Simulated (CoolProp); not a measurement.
Saturation properties of chlorine (Tc = 143.7 °C, pc = 7.642 MPa, ω = 0.070).

Model: reference Helmholtz-energy equation of state, Thol 2021, in CoolProp.

```csv
T (°C),p (MPa),vapour density (kg/m³),enthalpy of vaporisation (kJ/kg)
7.05,0.4609,15.18,…
12.55,0.5447,17.76,257.3
17.95,0.6376,…,253.3
23.45,…,23.87,249.1
28.95,…,27.50,…
34.45,0.9940,31.55,240.3
39.85,1.137,…,235.6
45.35,…,40.93,230.7
50.85,1.474,46.43,225.6
56.25,1.663,…,220.4
```

Task: Fill in the missing entries.

Result: 
- 7.05, enthalpy of vaporisation (kJ/kg): 261.2
- 17.95, vapour density (kg/m³): 20.61
- 23.45, p (MPa): 0.7436
- 28.95, p (MPa): 0.8622
- 28.95, enthalpy of vaporisation (kJ/kg): 244.8
- 39.85, vapour density (kg/m³): 35.95
- 45.35, p (MPa): 1.298
- 56.25, vapour density (kg/m³): 52.39

It boils at -34.0 °C under 1 atm.
